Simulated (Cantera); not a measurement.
Input: 1 mol CF₄, 0.26 mol H₂, equilibrated at 3.80 Pa.

Method: chemical equilibrium by Gibbs-energy minimisation in Cantera with the NASA 1993 tables (ideal gas, pure condensed phases). Candidate condensed phases: C, C₆H₆, C₇H₈, C₈H₁₈; 95 gas species. Gases not in the tables: C₂F₆ and larger saturated fluorocarbons. Rates play no part. All values below are at 1600 K.

Base state: CF₄ 0.595, HF 0.365, CF₂ 0.0216, F 0.0175, CF₃ 0.000842 (mole fractions); condensed: C(graphite).

### Question
What changes in the equilibrium state with this change: H₂ from 0.26 to 0.036 mol?

### Answer
| species | before | after |
|---|---|---|
| CF₄ | 0.595 | 0.887 |
| HF | 0.365 | 0.0664 |
| CF₂ | 0.0216 | 0.0264 |
| F | 0.0175 | 0.0193 |
| CF₃ | 0.000842 | 0.00114 |
| C(graphite), mol | 0.121 | 0.00860 |
